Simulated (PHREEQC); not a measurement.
1 kg of water holding 0.015 mol/kgw KHCO3 and 0.23 mol/kgw KCl is evaporated at 20 °C; the solids stay in contact with the brine. CO2 is held at log p = -3.4 (atm). Only these solids could form: Kalicinite, Sylvite.

The series has 28 steps of water left (kg), from 1 to 0.00513.

Model: Pitzer model, pitzer.dat, run in PHREEQC.

**Question.** Which solids form, in which order, and at which step of the series does each first stand?

**Answer.** Sylvite from water left = 0.04346 kg (pH 9.81).
